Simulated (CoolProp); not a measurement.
Properties of ethylbenzene at several states (Tc = 617.1 K, pc = 3622 kPa, ω = 0.304).

Computed with CoolProp (reference Helmholtz-energy equation of state, Zhou 2012).

```csv
T (K),p (kPa),phase,cv (kJ/(kg K)),expansivity (1/kK),fugacity coefficient
587.6,6750,liquid,2.238,2.916,0.3142
581.7,45.1,gas,2.105,1.751,0.9946
448.8,7340,liquid,1.839,1.325,0.04352
```
